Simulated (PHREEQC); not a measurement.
**Acid mine or pickling water: an equilibrium model**

Model water analysis in mg/L, 25 °C, pH 3.4, pe 9.1:

```
constituent   mg/L
-----------  -----
Na             994
K            0.798
Ca             251
Mg             113
Cl             121
S(6) as SO4   2850
Pb            97.2
Li            10.2
```

Na is adjusted to close the charge balance.
Valence states are taken as typed.

All values are PHREEQC results (ion-association model, wateq4f.dat), not measurements.

```
Item                       Value
----------------  --------------
ionic strength    0.0792 mol/kgw
total alkalinity   -0.926 meq/kg
```

| species | molality | activity | log γ |
|---|---|---|---|
| Na+ | 0.0361 | 0.0288 | -0.099 |
| SO4-2 | 0.0224 | 0.00902 | -0.396 |
| Ca+2 | 0.00362 | 0.00151 | -0.380 |
| Cl- | 0.00342 | 0.00267 | -0.107 |
| CaSO4 | 0.00267 | 0.00272 | 0.008 |
| Mg+2 | 0.00246 | 0.00106 | -0.365 |
| MgSO4 | 0.00221 | 0.00225 | 0.008 |
| NaSO4- | 0.00162 | 0.00130 | -0.096 |
| Li+ | 0.00142 | 0.00115 | -0.092 |
| H+ | 0.000477 | 0.000398 | -0.078 |
| HSO4- | 0.000441 | 0.000349 | -0.101 |
| PbSO4 | 0.000285 | 0.000291 | 0.008 |
| Pb+2 | 0.000144 | 5.73e-5 | -0.400 |
| LiSO4- | 5.67e-5 | 4.52e-5 | -0.098 |

Precipitation was switched off in this run. Examples of supersaturated solids here: Anglesite. Others may be too.
